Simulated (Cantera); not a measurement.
Catalytic combustion on Pt

An isothermal plug-flow reactor at 1225 K and 0.987 atm (inlet), inlet velocity 2.1 m/s, active area per volume 9100 1/m; feed 0.672 % CH₄, 7.77 % O₂, 91.6 % N₂, equivalence ratio 0.17.

Detailed kinetics in Cantera: Deutschmann's 1995 Pt surface mechanism with GRI-Mech 3.0 gas chemistry. Catalytic surfaces can have several steady states; this one follows from the mechanism file's or the stated starting coverage. Mass transfer to the wall is taken as infinitely fast.

| z (m) | x CH₄ | x O₂ | x H₂O | x CO₂ | x CO | θ free Pt | θ O* | θ OH* |
|---|---|---|---|---|---|---|---|---|
| 7.8e-05 | 0.00556 | 0.0753 | 0.00232 | 0.00115 | 8.67e-6 | 0.470 | 0.530 | 0.000592 |
| 0.00017 | 0.00444 | 0.0731 | 0.00456 | 0.00227 | 6.95e-6 | 0.471 | 0.528 | 0.000807 |
| 0.00036 | 0.00277 | 0.0698 | 0.00788 | 0.00393 | 4.37e-6 | 0.473 | 0.526 | 0.00105 |
| 0.00078 | 0.000965 | 0.0662 | 0.0115 | 0.00573 | 1.54e-6 | 0.476 | 0.523 | 0.00126 |
| 0.0017 | 9.37e-5 | 0.0644 | 0.0132 | 0.00660 | 1.54e-7 | 0.477 | 0.521 | 0.00135 |
| 0.0036 | 8.30e-7 | 0.0642 | 0.0134 | 0.00670 | 4.48e-9 | 0.478 | 0.521 | 0.00136 |
| 0.0078 | 3.63e-9 | 0.0642 | 0.0134 | 0.00670 | 1.95e-9 | 0.478 | 0.521 | 0.00136 |
x: gas mole fraction; θ: surface coverage.
